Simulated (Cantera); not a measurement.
# Low-pressure radical oxidation in H2/O2

A perfectly stirred reactor is fed with 8.42 % H₂, 91.6 % O₂, at 10.00 Torr; it is held at 1450 K, and followed from long to short residence time.

Computed with Cantera and the H2/O2 subset of GRI-Mech 3.0, which has no nitrogen chemistry. Radical loss at walls, strong at low pressure, is not modelled. The temperature is held fixed by assumption; the heat of reaction is taken as removed at once.

```json
[
 {"τ (s)": "19", "x H₂": "4.87e-5", "x O₂": "0.910", "x H₂O₂": "1.45e-8", "x HO₂": "3.25e-7", "x OH": "0.00149", "x H₂O": "0.0871"},
 {"τ (s)": "4.5", "x H₂": "0.000125", "x O₂": "0.908", "x H₂O₂": "2.40e-8", "x HO₂": "6.36e-7", "x OH": "0.00240", "x H₂O": "0.0864"},
 {"τ (s)": "1.0", "x H₂": "0.000323", "x O₂": "0.904", "x H₂O₂": "3.80e-8", "x HO₂": "1.16e-6", "x OH": "0.00388", "x H₂O": "0.0850"},
 {"τ (s)": "0.24", "x H₂": "0.000742", "x O₂": "0.894", "x H₂O₂": "5.37e-8", "x HO₂": "1.77e-6", "x OH": "0.00586", "x H₂O": "0.0823"},
 {"τ (s)": "0.056", "x H₂": "0.00149", "x O₂": "0.877", "x H₂O₂": "6.72e-8", "x HO₂": "2.29e-6", "x OH": "0.00813", "x H₂O": "0.0776"},
 {"τ (s)": "0.013", "x H₂": "0.00247", "x O₂": "0.860", "x H₂O₂": "7.47e-8", "x HO₂": "2.54e-6", "x OH": "0.00984", "x H₂O": "0.0724"},
 {"τ (s)": "0.0030", "x H₂": "0.00441", "x O₂": "0.854", "x H₂O₂": "8.30e-8", "x HO₂": "2.64e-6", "x OH": "0.0112", "x H₂O": "0.0679"},
 {"τ (s)": "0.00069", "x H₂": "0.0111", "x O₂": "0.858", "x H₂O₂": "1.01e-7", "x HO₂": "2.68e-6", "x OH": "0.0131", "x H₂O": "0.0593"},
 {"τ (s)": "0.00016", "x H₂": "0.0344", "x O₂": "0.878", "x H₂O₂": "9.91e-8", "x HO₂": "2.37e-6", "x OH": "0.0130", "x H₂O": "0.0374"}
]
```
x: mole fraction; the columns are a selection and need not sum to one.
